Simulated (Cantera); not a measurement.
Input: 1 mol Si, 2.9 mol CO, equilibrated at 1.00 Torr.

Method: chemical equilibrium by Gibbs-energy minimisation in Cantera with the NASA 1993 tables (ideal gas, pure condensed phases). Candidate condensed phases: C, Si, SiC, SiO2; 20 gas species. Mutual solubility and eutectic melting of coexisting phases are not modelled. The tables hold silica as quartz up to 1696 K and as liquid above; real silica turns to tridymite and cristobalite and melts near 1996 K. Kinetics and transport are ignored.

x: gas mole fraction; n: condensed amount in mol.

| T (°C) | x CO | x SiO | x CO2 | x Si | x Si2C | x Si2 | n C(graphite) | n SiO2(α-quartz) | n SiO2(β-quartz) | n SiC(s) |
|---|---|---|---|---|---|---|---|---|---|---|
| 525 | 0.889 | <1e-12 | 0.111 | <1e-12 | <1e-12 | <1e-12 | 2.09 | 1.00 | 0 | 0 |
| 625 | 0.992 | <1e-12 | 0.00771 | <1e-12 | <1e-12 | <1e-12 | 2.01 | 0 | 1.00 | 0 |
| 725 | 0.999 | <1e-12 | 0.000787 | <1e-12 | <1e-12 | <1e-12 | 2.00 | 0 | 1.00 | 0 |
| 825 | 1.000 | 1.15e-9 | 0.000122 | <1e-12 | <1e-12 | <1e-12 | 2.00 | 0 | 1.00 | 0 |
| 925 | 1.000 | 6.02e-7 | 2.59e-5 | <1e-12 | <1e-12 | <1e-12 | 2.00 | 0 | 1.000 | 0 |
| 1025 | 1.000 | 0.000118 | 7.06e-6 | 1.43e-11 | <1e-12 | <1e-12 | 2.00 | 0 | 1.000 | 0 |
| 1125 | 0.995 | [?] | [?] | [?] | [?] | <1e-12 | 0 | 0 | [?] | [?] |
| 1225 | 0.917 | 0.0833 | 5.18e-6 | 3.72e-7 | 5.58e-10 | 2.32e-11 | 0 | 0 | 0.194 | 0.597 |
| 1325 | 0.828 | 0.172 | 2.29e-6 | 6.23e-6 | 1.95e-8 | 1.36e-9 | 0 | 0 | 0 | 0.500 |
| 1425 | 0.828 | 0.172 | 9.35e-7 | 5.18e-5 | 3.09e-7 | 2.37e-8 | 0 | 0 | 0 | 0.500 |
| 1525 | 0.827 | 0.172 | [?] | [?] | [?] | [?] | 0 | 0 | 0 | 0.499 |
| 1625 | 0.827 | 0.171 | 2.09e-7 | 0.00181 | 3.15e-5 | 2.85e-6 | 0 | 0 | 0 | 0.497 |

### Question
Complete the blanks.

### Answer

- 1125, x SiO: 0.00522
- 1125, x CO2: 4.75e-6
- 1125, x Si: 5.72e-9
- 1125, x Si2C: 3.67e-12
- 1125, n SiO2(β-quartz): 0.326
- 1125, n SiC(s): 0.663
- 1525, x CO2: 4.23e-7
- 1525, x Si: 0.000339
- 1525, x Si2C: 3.56e-6
- 1525, x Si2: 2.98e-7
